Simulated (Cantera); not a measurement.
# Equilibrium for silicon epitaxy and polysilicon growth: Si₂Cl₆ + Cl₂ + N₂

Feed: 1 mol Si₂Cl₆, 0.048 mol Cl₂, 230 mol N₂, equilibrated at 0.900 Torr.

Equilibrium computed with Cantera from the NASA thermochemical tables; the gas is ideal and each condensed phase is pure. Candidate condensed phases: Si, Si₃N₄; 13 gas species. The feed counts by its element totals alone. The tables' values for SiCl₃ are old estimates; treat these amounts as uncertain. Kinetics and transport are ignored.

| T (K) | x N₂ | x Cl | x SiCl₂ | x SiCl₄ | x SiCl₃ | x SiCl |
|---|---|---|---|---|---|---|
| 1275 | 0.991 | 1.56e-5 | 0.00341 | 0.00380 | 0.00141 | 5.87e-9 |
| 1325 | 0.991 | 5.74e-5 | 0.00337 | 0.00373 | 0.00152 | 9.09e-9 |
| 1375 | 0.991 | 0.000190 | 0.00338 | 0.00361 | 0.00163 | 1.40e-8 |
| 1425 | 0.991 | 0.000555 | 0.00351 | 0.00337 | 0.00173 | 2.25e-8 |
| 1475 | 0.990 | 0.00140 | 0.00389 | 0.00290 | 0.00182 | 4.03e-8 |
| 1525 | 0.988 | 0.00292 | 0.00464 | 0.00213 | 0.00182 | 8.58e-8 |
| 1575 | 0.986 | 0.00495 | 0.00575 | 0.00120 | 0.00163 | 2.15e-7 |
| 1625 | 0.985 | 0.00680 | 0.00688 | 0.000486 | 0.00120 | 5.95e-7 |
| 1675 | 0.984 | 0.00793 | 0.00767 | 0.000146 | 0.000735 | 1.69e-6 |
| 1725 | 0.983 | 0.00848 | 0.00810 | 3.84e-5 | 0.000408 | 4.64e-6 |
x: gas mole fraction; nothing condenses.

From 1275 K to 1725 K nothing is condensed. The main Si-bearing gas is SiCl₄ at 1275 K and SiCl₂ at 1725 K.
